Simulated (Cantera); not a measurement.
Charge: 1 mol AlCl₃, 0.93 mol HCl, 320 mol H₂, equilibrated at 977 °C and 4.50 mbar.

Equilibrium computed with Cantera from the NASA thermochemical tables; the gas is ideal and each condensed phase is pure. Candidate condensed phases: Al, AlCl₃; 12 gas species. The tables' values for AlCl₂ are old estimates; treat these amounts as uncertain. The numbers say what is thermodynamically allowed, not how fast it happens.

Base state: H₂ 0.991, HCl 0.00599, AlCl 0.00141, AlCl₃ 0.00140, AlCl₂ 0.000286 (mole fractions); condensed: gas only.

Task: What changes in the equilibrium state with this change: temperature from 977 °C to 550 °C?

Result: 
| species | before | after |
|---|---|---|
| H₂ | 0.991 | 0.994 |
| AlCl₃ | 0.00140 | 0.00311 |
| HCl | 0.00599 | 0.00289 |
| AlCl | 0.00141 | <1e-9 |
| AlCl₂ | 0.000286 | 4.42e-8 |
